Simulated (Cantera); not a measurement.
A closed system holds: 1 mol SiCl4, 0.015 mol C2H2, 66 mol H2, 0.16 mol C2H4, held at 1625 K and 8200 Pa.

Equilibrium computed with Cantera from the NASA thermochemical tables; the gas is ideal and each condensed phase is pure. Candidate condensed phases: C, C6H6, C7H8, C8H18, Si, SiC; 109 gas species. Mutual solubility and eutectic melting of coexisting phases are not modelled. The tables' values for SiCl3 are old estimates; treat these amounts as uncertain. The numbers say what is thermodynamically allowed, not how fast it happens.

Base state: H2 0.949, HCl 0.0439, SiCl2 0.00711, H 0.000240, SiCl3 0.000109, SiHCl3 1.31e-5 (mole fractions); condensed: Si(s) + SiC(s).

### Question
What changes in the equilibrium state with this change: SiCl4 replaced by Si(CH3)4?

### Answer
```json
[
 {"species": "H2", "before": "0.949", "after": "1.000"},
 {"species": "H", "before": "0.000240", "after": "0.000246"},
 {"species": "CH4", "before": "1.24e-6", "after": "0.000120"},
 {"species": "HCl", "before": "0.0439", "after": "0"},
 {"species": "SiCl2", "before": "0.00711", "after": "0"},
 {"species": "SiCl3", "before": "0.000109", "after": "0"},
 {"species": "SiHCl3", "before": "1.31e-5", "after": "0"},
 {"species": "C2H2 (acetylene)", "before": "4.41e-9", "after": "3.55e-5"},
 {"species": "Si(s), mol", "before": "0.154", "after": "0"},
 {"species": "SiC(s), mol", "before": "0.350", "after": "1.000"},
 {"species": "C(graphite), mol", "before": "0", "after": "3.34"}
]
```
